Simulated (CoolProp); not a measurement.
Saturation properties of normal hydrogen (Tc = 33.1 K, pc = 1.296 MPa, ω = -0.219).

Model: reference Helmholtz-energy equation of state, Leachman 2009, in CoolProp.

```
T (K)  p (MPa)  liquid density (kg/m³)  vapour density (kg/m³)  liquid viscosity (µPa s)
-----  -------  ----------------------  ----------------------  ------------------------
19.8   0.08531                   71.49                   1.141                      14.1
20.7    0.1116                   70.47                   1.453                      13.1
21.6    0.1432                   69.39                   1.824                      12.2
22.5    0.1808                   68.25                   2.260                      11.4
23.3    0.2196                   67.18                   2.709                      10.7
24.2    0.2699                   65.91                   3.294                      10.0
25.1    0.3278                   64.55                   3.975                      9.39
26      0.3940                   63.08                   4.767                      8.79
26.9    0.4690                   61.49                   5.693                      8.22
27.8    0.5535                   59.75                   6.781                      7.67
28.7    0.6481                   57.82                   8.074                      7.14
29.6    0.7537                   55.62                   9.636                      6.62
30.5    0.8710                   53.05                   11.58                      6.07
31.4     1.001                   49.86                   14.15                      5.49
32.3     1.145                   45.33                   18.02                      4.78
```

It boils at 20.4 K under 1 atm.

Viscosity comes from a separate model (Muzny 2013).
